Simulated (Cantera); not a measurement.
## Equilibrium for silicon oxide and oxynitride deposition: TEOS + N₂O + N₂

A closed system holds: 1 mol TEOS, 35 mol N₂O, 100 mol N₂, equilibrated at 10000 Pa.

Method: chemical equilibrium by Gibbs-energy minimisation in Cantera with the NASA 1993 tables (ideal gas, pure condensed phases). Candidate condensed phases: C, C₆H₆, C₇H₈, C₈H₁₈, H₂O, Si, SiC, SiO₂, Si₂N₂O, Si₃N₄; 151 gas species. The feed counts by its element totals alone. The numbers say what is thermodynamically allowed, not how fast it happens.

```csv
T (K),x N₂,x H₂O,x CO₂,x O₂,x NO,x OH,n SiO₂(α-quartz),n SiO₂(β-quartz)
625,0.852,0.0631,0.0505,0.0347,1.81e-8,<1e-12,1.00,0
675,0.852,0.0631,0.0505,0.0347,6.65e-8,8.64e-12,1.00,0
725,0.852,0.0631,0.0505,0.0347,2.04e-7,6.32e-11,1.00,0
775,0.852,0.0631,0.0505,0.0347,5.44e-7,3.58e-10,1.00,0
825,0.852,0.0631,0.0505,0.0347,1.28e-6,1.64e-9,1.00,0
875,0.852,0.0631,0.0505,0.0347,2.75e-6,6.36e-9,0,1.00
925,0.852,0.0631,0.0505,0.0347,5.42e-6,2.12e-8,0,1.00
975,0.852,0.0631,0.0505,0.0347,9.97e-6,6.27e-8,0,1.00
1025,0.852,0.0631,0.0505,0.0347,1.73e-5,1.67e-7,0,1.00
1075,0.852,0.0631,0.0505,0.0347,2.85e-5,4.05e-7,0,1.00
1125,0.852,0.0631,0.0505,0.0347,4.48e-5,9.09e-7,0,1.00
```
x: gas mole fraction; n: condensed amount in mol.

From 625 K to 825 K the condensed part is SiO₂(α-quartz). From 875 K to 1125 K the condensed part is SiO₂(β-quartz).
